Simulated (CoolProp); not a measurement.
n-perfluorohexane along the isotherm 176.85 °C: density (kg/m³) from the reference equation and from simpler models built on Tc = 174.9 °C, pc = 1.742 MPa, ω = 0.497; each cubic takes its own stable root.

Model: reference Helmholtz-energy equation of state, Gao 2022, in CoolProp.

```csv
p (MPa),phase,reference
0.0581,gas,5.311
0.116,gas,10.73
0.174,gas,16.30
0.232,gas,22.01
0.29,gas,27.87
0.348,gas,33.90
0.406,gas,40.11
0.464,gas,46.51
0.522,gas,53.12
0.581,gas,60.08
0.639,gas,67.16
0.697,gas,74.51
0.755,gas,82.16
0.813,gas,90.14
0.871,gas,98.48
```

Q: How far does each simpler model (van der Waals, Peng-Robinson) lie from the reference over these 15 states: mean and median of the absolute difference, and the worst?

A: 
- van der Waals: mean 1.7 %, median 1.6 %, worst -3.6 % at 176.85 °C and 0.871 MPa
- Peng-Robinson: mean 0.6 %, median 0.7 %, worst +1.0 % at 176.85 °C and 0.871 MPa
